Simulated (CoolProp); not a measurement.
The numbers come from the reference Helmholtz-energy equation of state, Lemmon 2006 in CoolProp. It is a short technical equation, of lower accuracy than the large ones.

Question: For R142b, give the phase and the density (kg/m³), Joule-Thomson coefficient (K/MPa), isothermal compressibility (1/MPa), viscosity (µPa s) at 196.85 °C and 2340 kPa; 196.85 °C and 7020 kPa; 196.85 °C and 9360 kPa.

Answer: 
- 196.85 °C and 2340 kPa: gas; density 69.5, Joule-Thomson coefficient 7.52, isothermal compressibility 0.499, viscosity 17.1
- 196.85 °C and 7020 kPa: supercritical; density 331, Joule-Thomson coefficient 7.36, isothermal compressibility 0.251, viscosity 27.7
- 196.85 °C and 9360 kPa: supercritical; density 512, Joule-Thomson coefficient 4.01, isothermal compressibility 0.120, viscosity 41.2

Viscosity comes from a separate model (Huber 2003), an estimate that may be off by 10 % or more.
